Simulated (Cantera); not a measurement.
Cantera run, input and output.

```python
import numpy as np
import cantera as ct

gas = ct.Solution("gri30.yaml")
gas.TPX = 2200, 22000, {'CH4': 5, 'H2O': 1.3, 'H2': 0.18}
inlet = ct.Reservoir(gas, clone=True)

reactor = ct.IdealGasConstPressureReactor(gas, energy="off", clone=False)
exhaust = ct.Reservoir(gas, clone=True)
tau = [1.8, 0.72, 0.28, 0.11, 0.045, 0.018, 0.0071, 0.0028, 0.0011, 0.00045][0]
for a, b in ((inlet, reactor), (reactor, exhaust)):
    ct.MassFlowController(a, b, mdot=lambda t: reactor.mass / tau)
net = ct.ReactorNet([reactor])
show = ['CH4', 'H2O', 'H2', 'H', 'CH3', 'CO2']

rows = []
print(f"{'tau/s':>10s}{'T/K':>9s}" + "".join(f"{s:>11s}" for s in show))
for tau in [1.8, 0.72, 0.28, 0.11, 0.045, 0.018, 0.0071, 0.0028, 0.0011, 0.00045]:
    net.initial_time = 0.0
    net.advance(30 * tau)
    before = gas.X
    net.advance(40 * tau)
    drift = np.max(np.abs(gas.X - before) / (gas.X + 1e-9))
    rows.append([gas.T, *gas[show].X, drift])
    print(f"{tau:10.3e}{gas.T:9.1f}" + "".join(f"{x:11.3e}" for x in gas[show].X))
```

Output:

```
     tau/s      T/K        CH4        H2O         H2          H        CH3        CO2
 1.800e+00   2200.0  1.066e-03  2.416e-04  7.434e-01  1.025e-02  2.796e-04  6.151e-06
 7.200e-01   2200.0  1.696e-03  6.106e-04  7.427e-01  1.005e-02  4.365e-04  1.551e-05
 2.800e-01   2200.0  2.833e-03  1.602e-03  7.413e-01  9.690e-03  7.038e-04  4.038e-05
 1.100e-01   2200.0  4.858e-03  4.159e-03  7.381e-01  9.134e-03  1.142e-03  1.027e-04
 4.500e-02   2200.0  8.319e-03  1.005e-02  7.313e-01  8.438e-03  1.820e-03  2.358e-04
 1.800e-02   2200.0  1.454e-02  2.269e-02  7.173e-01  7.627e-03  2.924e-03  4.711e-04
 7.100e-03   2200.0  2.548e-02  4.414e-02  6.927e-01  6.781e-03  4.690e-03  7.095e-04
 2.800e-03   2200.0  4.425e-02  7.077e-02  6.577e-01  5.955e-03  7.455e-03  7.212e-04
 1.100e-03   2200.0  7.633e-02  9.573e-02  6.127e-01  5.157e-03  1.173e-02  4.769e-04
 4.500e-04   2200.0  1.267e-01  1.151e-01  5.568e-01  4.390e-03  1.767e-02  2.166e-04
```

Cantera simulation using GRI-Mech 3.0 (53 species, 325 reactions); the numbers are that mechanism's predictions, not measurements. GRI-Mech 3.0 stops at C3 and has no aromatics, soot or wall deposition, so with more carbon than oxygen in the feed, carbon stays in small species such as C2H2 where larger ones or solid carbon would form.
